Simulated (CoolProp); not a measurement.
n-octane at several states: Z from the reference equation and from simpler models built on Tc = 568.7 K, pc = 2484 kPa, ω = 0.398; each cubic takes its own stable root.

Model: reference Helmholtz-energy equation of state, Beckmüller 2019, in CoolProp.

```json
[
 {"T (K)": "489.9", "p (kPa)": "620", "phase": "gas", "reference": "0.8204", "van der Waals": "0.8819", "Redlich-Kwong": "0.8540"},
 {"T (K)": "586.2", "p (kPa)": "14700", "phase": "supercritical", "reference": "0.7244", "van der Waals": "1.028", "Redlich-Kwong": "0.8075"},
 {"T (K)": "325.6", "p (kPa)": "16.7", "phase": "liquid", "reference": "0.001042", "van der Waals": "0.9928", "Redlich-Kwong": "0.9893"}
]
```

At some of these states van der Waals, Redlich-Kwong gives the other phase, because its saturation line lies elsewhere.
